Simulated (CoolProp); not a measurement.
Ethylbenzene along the isobar 981 kPa: fugacity coefficient from the reference equation and from simpler models built on Tc = 617.1 K, pc = 3622 kPa, ω = 0.304; each cubic takes its own stable root.

Values from CoolProp's reference Helmholtz-energy equation of state, Zhou 2012.

| T (K) | phase | reference |
|---|---|---|
| 283.6 | liquid | 0.0005657 |
| 294.4 | liquid | 0.001100 |
| 305.2 | liquid | 0.002020 |
| 315.9 | liquid | 0.003514 |
| 326.7 | liquid | 0.005878 |
| 337.5 | liquid | 0.009445 |
| 348.3 | liquid | 0.01464 |
| 359.1 | liquid | 0.02197 |
| 369.9 | liquid | 0.03201 |
| 380.7 | liquid | 0.04542 |
| 391.5 | liquid | 0.06288 |
| 402.2 | liquid | 0.08492 |
| 413 | liquid | 0.1127 |

Q: How far does each simpler model (Redlich-Kwong, Soave-Redlich-Kwong) lie from the reference over these 13 states: mean and median of the absolute difference, and the worst?

A: 
- Redlich-Kwong: mean 189.6 %, median 172.2 %, worst +347.2 % at 283.6 K and 981 kPa
- Soave-Redlich-Kwong: mean 1.0 %, median 1.1 %, worst -1.7 % at 305.2 K and 981 kPa
